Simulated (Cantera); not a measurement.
Charge: 1 mol Si, 1.3 mol H₂O, 29 mol N₂, equilibrated at 0.0930 bar.

Cantera equilibrium calculation (NASA polynomials, part measured and part estimated; ideal gas, pure solids and liquids). Candidate condensed phases: H₂O, Si, SiO₂, Si₂N₂O, Si₃N₄; 35 gas species. N₂ is the only nitrogen source here; it is nearly inert below about 1500 K, so the nitride shown seldom forms there in practice. Mutual solubility and eutectic melting of coexisting phases are not modelled. The tables hold silica as quartz up to 1696 K and as liquid above; real silica turns to tridymite and cristobalite and melts near 1996 K. Rates play no part.

**Question.** Which condensed phases are stable at each of these points (T (K)): 973, 1073, 1173, 1273, 1373, 1473, 1573, 1673, 1773?

**Answer.** 
```csv
T (K),condensed phases,Si condensed (%)
973,SiO₂(β-quartz) + Si₂N₂O(s),100.0
1073,SiO₂(β-quartz) + Si₂N₂O(s),100.0
1173,SiO₂(β-quartz) + Si₂N₂O(s),100.0
1273,SiO₂(β-quartz) + Si₂N₂O(s),100.0
1373,SiO₂(β-quartz) + Si₂N₂O(s),100.0
1473,SiO₂(β-quartz) + Si₂N₂O(s),99.9
1573,SiO₂(β-quartz) + Si₂N₂O(s),99.0
1673,SiO₂(β-quartz) + Si₂N₂O(s),89.8
1773,SiO₂(condensed),29.9
```

From 973 K to 1673 K the condensed part is SiO₂(β-quartz) + Si₂N₂O(s). At 1773 K the condensed part is SiO₂(condensed).
